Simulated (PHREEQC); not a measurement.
0.016 g of hydrous ferric oxide (600 m²/g; 0.2 weak and 0.005 strong sites per Fe, Dzombak-Morel constants, diffuse double layer) in 1 kg of water with 0.3 mol/kgw of an inert sodium salt and 0.0063 mmol/kgw Ag2SO4 and 0.00055 mmol/kgw CuCl2, at 25 °C; the pH is set by adding NaOH or the inert anion's acid. Oxygen is held at 0.21 atm. CO2 from the air is kept out. No solid was allowed to form.

The numbers come from PHREEQC with the ion-association model, wateq4f.dat.

```csv
pH,S sorbed (%),Ag sorbed (%),Cu sorbed (%),surface charge σ (C/m²),surface potential ψ (mV)
3,20.4,0.0,0.0,0.342,122
3.5,20.1,0.0,0.0,0.338,121
4,18.7,0.0,0.1,0.327,120
4.5,15.5,0.0,1.1,0.302,116
5,10.2,0.0,8.2,0.260,108
5.5,5.1,0.1,37.7,0.207,97
6,1.9,0.4,77.9,0.154,83
6.5,0.5,1.2,95.1,0.107,66
7,0.1,2.6,98.6,0.068,47
7.5,0.0,4.5,98.9,0.035,27
8,0.0,6.6,98.3,0.007,6
8.5,0.0,9.3,97.3,-0.019,-15
9,0.0,14.8,95.7,-0.049,-36
```

The database's constant for dissolved Cu(OH)2 is higher than later reviews accept. The oxide is taken as insoluble; below pH 4 it would dissolve.
